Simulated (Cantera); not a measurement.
**Si2H6 + O2 + H2 + N2O (silicon oxide and oxynitride deposition)**

Feed: 1 mol Si2H6, 0.23 mol O2, 4.8 mol H2, 2.1 mol N2O, equilibrated at 1650 K.

These are equilibrium values from Cantera (NASA tables, ideal gas, pure condensed phases), not measurements of a reactor. Candidate condensed phases: H2O, Si, SiO2, Si2N2O, Si3N4; 35 gas species. The feed counts by its element totals alone. Mutual solubility and eutectic melting of coexisting phases are not modelled. The tables hold silica as quartz up to 1696 K and as liquid above; real silica turns to tridymite and cristobalite and melts near 1996 K. Kinetics and transport are ignored.

```csv
P (Pa),log p H2,log p N2,log p SiO,log p H,log p H2O,n SiO2(β-quartz),n Si2N2O(s)
5,-4.48,-5.04,-5.17,-6.28,-6.36,0.460,0
26,-3.75,-4.32,-4.48,-5.92,-6.33,0.540,0
140,-3.02,-3.59,-3.75,-5.55,-6.33,0.556,0
710,-2.30,-2.89,-3.11,-5.19,-6.25,0.635,0.0760
3700,-1.52,-2.19,-3.34,-4.80,-5.24,0.999,0.441
19000,-0.80,-1.49,-3.57,-4.44,-4.29,1.03,0.476
100000,-0.08,-0.76,-3.81,-4.08,-3.33,1.04,0.481
```
log p: log10 of the partial pressure in bar; n: condensed amount in mol.

From 0.0375 Torr to 1.05 Torr the condensed part is SiO2(β-quartz). From 5.33 Torr to 750 Torr the condensed part is SiO2(β-quartz) + Si2N2O(s). The main Si-bearing gas is SiO throughout. The share of Si in condensed phases is highest at 750 Torr (99.9 %) and lowest at 0.0375 Torr (23.0 %).
